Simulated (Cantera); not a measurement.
**Ta₂O₅ + C + CO (carbothermic reduction)**

Input: 1 mol Ta₂O₅, 1.2 mol C, 0.37 mol CO.

Method: chemical equilibrium by Gibbs-energy minimisation in Cantera with the NASA 1993 tables (ideal gas, pure condensed phases). Candidate condensed phases: C, Ta, TaC, Ta₂O₅; 15 gas species. Mutual solubility and eutectic melting of coexisting phases are not modelled. TaC: taken at fixed stoichiometry. Condensed phases not in the tables: Ta₂C. Equilibrium is a limit: real reactors are often held back by kinetics, nucleation or transport.

Q: Map the stable condensed phases over T = 1225, 1275, 1325, 1375, 1425, 1475, 1525, 1575, 1625, 1675, 1725 K and P in Pa = 10, 32, 100, 320, 1000, 3200, 10000, 32000, 100000, 320000, 1000000.

A: 
```
T in K \ P in Pa
              10      32     100     320    1000    3200   10000   32000  100000  320000 1000000
   1725        A       A       A       A       A       A       A       A       A       A       A
   1675        A       A       A       A       A       A       A       A       A       A       A
   1625        A       A       A       A       A       A       A       A       A       A       A
   1575        A       A       A       A       A       A       A       A       A       A       A
   1525        A       A       A       A       A       A       A       A       A       A       B
   1475        A       A       A       A       A       A       A       A       A       A       B
   1425        A       A       A       A       A       A       A       A       A       B       B
   1375        A       A       A       A       A       A       A       A       B       B       B
   1325        A       A       A       A       A       A       A       A       B       B       B
   1275        A       A       A       A       A       A       A       B       B       B       B
   1225        A       A       A       A       A       A       B       B       B       B       B
```
A: TaC + Ta₂O₅; B: C + Ta₂O₅.
